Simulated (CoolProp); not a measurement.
The fluid at 313.54 K and 0.387 MPa is throttled through a valve to 0.0432 MPa with no heat exchange. The same conditions are run with several fluids, on thermodynamics alone (safety and materials aside).

Model: reference Helmholtz-energy equation of state of each fluid (c-C4F8 (RC318): Platzer 1990; C3F8 (R218): Lemmon 2006; ammonia: Gao 2020; dry air: Lemmon 2000; CH2F2 (R32): Tillner-Roth 1997), in CoolProp. The equations of Platzer and Polt are older, rougher fits. Blends and air are pseudo-pure fits.

### Question
Rank c-C4F8 (RC318), C3F8 (R218), ammonia, dry air, CH2F2 (R32) by temperature change (K), highest first.

### Answer
dry air (-0.7), C3F8 (R218) (-3.9), c-C4F8 (RC318) (-5.2), CH2F2 (R32) (-7.7), ammonia (-8.4)

```
fluid           final density (kg/m³)
--------------  ---------------------
c-C4F8 (RC318)                   3.41
C3F8 (R218)                      3.18
ammonia                         0.291
dry air                         0.481
CH2F2 (R32)                     0.888
```
